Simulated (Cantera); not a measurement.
# Thermodynamics of carbon deposition, reforming and gasification, feed C2H5OH + H2O + N2 + O2

A closed system holds: 1 mol C2H5OH, 5.9 mol H2O, 3.8 mol N2, 0.58 mol O2, held at 0.133 bar.

These are equilibrium values from Cantera (NASA tables, ideal gas, pure condensed phases), not measurements of a reactor. Candidate condensed phases: C, C6H6, C7H8, C8H18, H2O; 169 gas species. Ions and electrons are included (thermal ionisation). The numbers say what is thermodynamically allowed, not how fast it happens.

| T (K) | x H | x N2 | x O | x H2O | x H2 | x CO | x OH | x N | x O2 | x CO2 |
|---|---|---|---|---|---|---|---|---|---|---|
| 3000 | 0.186 | 0.208 | 0.0383 | 0.186 | 0.185 | 0.0981 | 0.0622 | 1.74e-5 | 0.0153 | 0.0133 |
| 3250 | 0.332 | 0.173 | 0.0925 | 0.0724 | 0.143 | 0.0876 | 0.0667 | 7.03e-5 | 0.0183 | 0.00563 |
| 3500 | 0.464 | 0.147 | 0.146 | 0.0171 | 0.0823 | 0.0775 | 0.0444 | 0.000232 | 0.0117 | 0.00195 |
| 3750 | 0.540 | 0.134 | 0.177 | 0.00304 | 0.0387 | 0.0719 | 0.0222 | 0.000674 | 0.00528 | 0.000654 |
| 4000 | 0.574 | 0.129 | 0.191 | 0.000527 | 0.0173 | 0.0694 | 0.0102 | 0.00175 | 0.00219 | 0.000237 |
| 4250 | 0.587 | 0.126 | 0.197 | 0.000102 | 0.00798 | 0.0683 | 0.00482 | 0.00407 | 0.000936 | 9.51e-5 |
| 4500 | 0.592 | 0.123 | 0.199 | 2.26e-5 | 0.00391 | 0.0676 | 0.00240 | 0.00864 | 0.000427 | 4.19e-5 |
| 4750 | 0.592 | 0.118 | 0.200 | 5.77e-6 | 0.00204 | 0.0671 | 0.00127 | 0.0168 | 0.000208 | 2.00e-5 |
| 5000 | 0.590 | 0.111 | 0.199 | 1.66e-6 | 0.00112 | 0.0663 | 0.000706 | 0.0302 | 0.000108 | 1.02e-5 |
x: gas mole fraction; nothing condenses.

From 3000 K to 5000 K nothing is condensed. The main C-bearing gas is CO throughout.
